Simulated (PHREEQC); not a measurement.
A solution holds 40 mmol/kgw LiBr, 0.069 mmol/kgw MnCl2 and 11 mmol/kgw NaCl, at 25 °C. Closed to the air; pH follows from the charge balance.

All values are PHREEQC results (ion-association model, wateq4f.dat), not measurements.

Precipitation was switched off in this run.

Predict the pH.

pH 6.97.

In which forms is Mn present?

Mn+2 98 %, MnCl+ 2.1 % of the Mn.

Species that the database lacks are ignored.
